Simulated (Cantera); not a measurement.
**Fluorocarbon and chlorocarbon gases: CH₂F₂ + CH₄ + H₂ + F₂**

Feed: 1 mol CH₂F₂, 1.5 mol CH₄, 1.9 mol H₂, 0.14 mol F₂, held at 2.90 mbar.

Cantera equilibrium calculation (NASA polynomials, part measured and part estimated; ideal gas, pure solids and liquids). Candidate condensed phases: C, C₆H₆, C₇H₈, C₈H₁₈; 95 gas species. Rates play no part.

| T (K) | x H₂ | x H | x HF | x C₃ | x C₂H₂ (acetylene) | n C(graphite) |
|---|---|---|---|---|---|---|
| 2225 | 0.597 | 0.0929 | 0.309 | 1.37e-6 | 0.00175 | 2.47 |
| 2275 | 0.574 | 0.119 | 0.304 | 3.61e-6 | 0.00219 | 2.47 |
| 2325 | 0.547 | 0.151 | 0.299 | 9.11e-6 | 0.00267 | 2.46 |
| 2375 | 0.515 | 0.188 | 0.293 | 2.20e-5 | 0.00320 | 2.45 |
| 2425 | 0.479 | 0.230 | 0.286 | 5.14e-5 | 0.00374 | 2.44 |
| 2475 | 0.439 | 0.277 | 0.279 | 0.000116 | 0.00427 | 2.42 |
| 2525 | 0.396 | 0.328 | 0.270 | 0.000252 | 0.00476 | 2.41 |
| 2575 | 0.351 | 0.381 | 0.261 | 0.000532 | 0.00516 | 2.38 |
| 2625 | 0.305 | 0.435 | 0.252 | 0.00109 | 0.00544 | 2.35 |
| 2675 | 0.259 | 0.488 | 0.242 | 0.00217 | 0.00557 | 2.30 |
| 2725 | 0.215 | 0.538 | 0.232 | 0.00421 | 0.00555 | 2.22 |
| 2775 | 0.175 | 0.581 | 0.222 | 0.00798 | 0.00536 | 2.06 |
x: gas mole fraction; n: condensed amount in mol.

From 2225 K to 2775 K the condensed part is C(graphite). The main C-bearing gas is C₂H₂ (acetylene) at 2225 K and C₃ at 2775 K. The share of C in condensed phases is highest at 2225 K (99.0 %) and lowest at 2775 K (82.5 %).
